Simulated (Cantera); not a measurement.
Feed: 1 mol Cr, 0.14 mol O2, 6.2 mol N2, at 1330 Pa.

Cantera equilibrium calculation (NASA polynomials, part measured and part estimated; ideal gas, pure solids and liquids). Candidate condensed phases: Cr, CrN, Cr2N, Cr2O3; 14 gas species. Mutual solubility and eutectic melting of coexisting phases are not modelled. Kinetics and transport are ignored.

x: gas mole fraction; n: condensed amount in mol.

| T (°C) | x N2 | x Cr | x CrO | x O | x CrO2 | n CrN(s) | n Cr2O3(s) | n Cr2N(s) | n Cr(s) |
|---|---|---|---|---|---|---|---|---|---|
| 527 | 1.00 | <1e-12 | <1e-12 | <1e-12 | <1e-12 | 0.813 | 0.0933 | 0 | 0 |
| 677 | 1.00 | <1e-12 | <1e-12 | <1e-12 | <1e-12 | 0.813 | 0.0933 | 0 | 0 |
| 827 | 1.00 | 1.26e-10 | <1e-12 | <1e-12 | <1e-12 | 0.813 | 0.0933 | 0 | 0 |
| 977 | 1.00 | 4.65e-8 | 1.99e-12 | <1e-12 | <1e-12 | 0 | 0.0933 | 0.407 | 0 |
| 1127 | 1.000 | 4.63e-6 | 7.10e-10 | <1e-12 | <1e-12 | 0 | 0.0933 | 0.407 | 0 |
| 1277 | 1.000 | 0.000114 | 6.75e-8 | [?] | 5.08e-11 | 0 | 0.0933 | 0 | 0.813 |
| 1427 | 0.998 | 0.00156 | 2.81e-6 | [?] | 4.54e-9 | 0 | 0.0933 | 0 | 0.804 |
| 1577 | 0.986 | 0.0138 | 6.27e-5 | [?] | 1.93e-7 | 0 | 0.0932 | 0 | 0.727 |
| 1727 | 0.913 | 0.0858 | 0.000863 | [?] | 4.62e-6 | 0 | 0.0914 | 0 | 0.229 |
| 1877 | 0.881 | 0.114 | 0.00530 | [?] | 0.000107 | 0 | 0.0804 | 0 | 0 |
| 2027 | 0.868 | 0.107 | 0.0230 | [?] | 0.00181 | 0 | 0.0292 | 0 | 0 |
| 2177 | 0.859 | 0.105 | 0.0310 | [?] | 0.00291 | 0 | 0 | 0 | 0 |
| 2327 | 0.856 | 0.108 | 0.0286 | [?] | 0.00211 | 0 | 0 | 0 | 0 |

Task: Fill in the missing entries.

Result: 
- 1277, x O: 3.62e-12
- 1427, x O: 2.68e-10
- 1577, x O: 9.94e-9
- 1727, x O: 2.15e-7
- 1877, x O: 7.15e-6
- 2027, x O: 0.000184
- 2177, x O: 0.00115
- 2327, x O: 0.00394
